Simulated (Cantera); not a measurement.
Input: 1 mol AlN, 9.3 mol F₂, 0.21 mol O₂, equilibrated at 0.0323 Torr.

Method: chemical equilibrium by Gibbs-energy minimisation in Cantera with the NASA 1993 tables (ideal gas, pure condensed phases). Candidate condensed phases: Al, AlF₃, AlN, Al₂O₃; 30 gas species. The numbers say what is thermodynamically allowed, not how fast it happens.

x: gas mole fraction; nothing condenses.

```json
[
 {"T (°C)": "775", "x F": "0.900", "x AlF₃": "0.0578", "x N₂": "0.0289", "x AlF₂O": "1.12e-5", "x O₂": "0.0121", "x F₂": "0.00146", "x O": "…"},
 {"T (°C)": "875", "x F": "0.901", "x AlF₃": "0.0577", "x N₂": "0.0289", "x AlF₂O": "7.06e-5", "x O₂": "0.0121", "x F₂": "0.000280", "x O": "…"},
 {"T (°C)": "975", "x F": "0.901", "x AlF₃": "0.0574", "x N₂": "0.0289", "x AlF₂O": "0.000330", "x O₂": "0.0120", "x F₂": "6.96e-5", "x O": "…"},
 {"T (°C)": "1075", "x F": "0.902", "x AlF₃": "0.0565", "x N₂": "0.0289", "x AlF₂O": "0.00120", "x O₂": "0.0115", "x F₂": "2.12e-5", "x O": "…"},
 {"T (°C)": "1175", "x F": "0.903", "x AlF₃": "0.0542", "x N₂": "0.0288", "x AlF₂O": "0.00343", "x O₂": "0.0104", "x F₂": "7.63e-6", "x O": "…"},
 {"T (°C)": "1275", "x F": "0.905", "x AlF₃": "0.0499", "x N₂": "0.0287", "x AlF₂O": "0.00760", "x O₂": "0.00820", "x F₂": "3.13e-6", "x O": "…"},
 {"T (°C)": "1375", "x F": "0.908", "x AlF₃": "0.0443", "x N₂": "0.0287", "x AlF₂O": "0.0131", "x O₂": "0.00534", "x F₂": "1.43e-6", "x O": "…"},
 {"T (°C)": "1475", "x F": "0.911", "x AlF₃": "0.0393", "x N₂": "0.0286", "x AlF₂O": "0.0179", "x O₂": "0.00272", "x F₂": "7.14e-7", "x O": "…"},
 {"T (°C)": "1575", "x F": "0.912", "x AlF₃": "0.0363", "x N₂": "0.0285", "x AlF₂O": "0.0208", "x O₂": "0.00107", "x F₂": "3.83e-7", "x O": "…"},
 {"T (°C)": "1675", "x F": "0.913", "x AlF₃": "0.0352", "x N₂": "0.0285", "x AlF₂O": "0.0219", "x O₂": "0.000362", "x F₂": "2.19e-7", "x O": "…"}
]
```

Task: Some entries are withheld; supply them.

Result: 
- 775, x O: 1.06e-8
- 875, x O: 1.33e-7
- 975, x O: 1.11e-6
- 1075, x O: 6.68e-6
- 1175, x O: 3.03e-5
- 1275, x O: 0.000105
- 1375, x O: 0.000282
- 1475, x O: 0.000583
- 1575, x O: 0.000946
- 1675, x O: 0.00129
